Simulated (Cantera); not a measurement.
Adiabatic ignition

An adiabatic, constant-volume homogeneous reactor starts with 8.47 % CH₄, 2.96 % H₂, 18.6 % O₂, 69.9 % N₂, at 1100 K and 0.890 bar.

Model: GRI-Mech 3.0 (53 species, 325 reactions), integrated in Cantera.

```csv
t (s),T (K),P (bar),x CH₄,x H₂,x O₂,x O,x C₂H₆
9.00e-6,1100,0.890,0.0847,0.0296,0.186,2.46e-11,<1e-12
4.18e-5,1100,0.890,0.0847,0.0296,0.186,4.48e-11,<1e-12
0.000194,1100,0.890,0.0847,0.0296,0.186,1.74e-10,6.46e-12
0.000900,1100,0.890,0.0847,0.0296,0.186,4.70e-9,1.35e-8
0.00418,1108,0.896,0.0837,0.0293,0.186,2.18e-7,0.000282
0.0194,2793,2.31,<1e-12,0.0172,0.0179,0.00468,<1e-12
0.0900,2793,2.31,<1e-12,0.0172,0.0179,0.00468,<1e-12
0.418,2793,2.31,<1e-12,0.0172,0.0179,0.00468,<1e-12
1.94,2793,2.31,<1e-12,0.0172,0.0179,0.00468,<1e-12
9.00,2793,2.31,<1e-12,0.0172,0.0179,0.00468,<1e-12
```
x: mole fraction; the columns are a selection and need not sum to one.

- time of steepest temperature rise: 10.5 ms
- temperature at 9.00 s: 2793 K
- equilibrium temperature: 2793 K
- x(CH₄) at 9.00 s: <1e-12 (gas-phase equilibrium <1e-12)
- x(H₂) at 9.00 s: 0.0172 (gas-phase equilibrium 0.0172)
- x(O₂) at 9.00 s: 0.0179 (gas-phase equilibrium 0.0179)
